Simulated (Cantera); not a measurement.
A closed system holds: 1 mol CO2, 0.2 mol O2, 39 mol N2, held at 3248 K and 14.0 bar.

Method: chemical equilibrium by Gibbs-energy minimisation in Cantera with the NASA 1993 tables (ideal gas, pure condensed phases). Candidate condensed phases: C; 24 gas species. Rates play no part.

Base state: N2 0.953, CO 0.0180, NO 0.0114, CO2 0.00664, O2 0.00568, O 0.00501, N 1.59e-5 (mole fractions); condensed: gas only.

Task: What changes in the equilibrium state with this change: pressure from 14.0 bar to 1 atm?

Result: 
| species | before | after |
|---|---|---|
| N2 | 0.953 | 0.947 |
| CO | 0.0180 | 0.0226 |
| O | 0.00501 | 0.0153 |
| CO2 | 0.00664 | 0.00184 |
| NO | 0.0114 | 0.00934 |
| N | 1.59e-5 | 5.90e-5 |
| O2 | 0.00568 | 0.00384 |
